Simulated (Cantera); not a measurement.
An adiabatic, constant-pressure homogeneous reactor starts with 9.23 % CO, 2.95 % H2, 18.5 % O2, 69.4 % N2, equivalence ratio 0.33, at 1648 K and 10.0 bar.

Detailed kinetics in Cantera: GRI-Mech 3.0 (53 species, 325 reactions). The hydrogen kinetics of GRI-Mech 3.0 are dated; newer H2 mechanisms differ, most at raised pressure.

One state of this run: T (K) = 2494; x CO = 0.00299; x H2 = 0.000149; x O2 = 0.130; x CO2 = 0.0949; x NO2 = 5.98e-6; x H2O = 0.0292. x: mole fraction; the columns are a selection and need not sum to one.

### Question
Which value of t (s) does it belong to?
A. 9.10e-6
B. 0.000770
C. 3.00e-6
D. 2.76e-5

### Answer
B, 0.000770
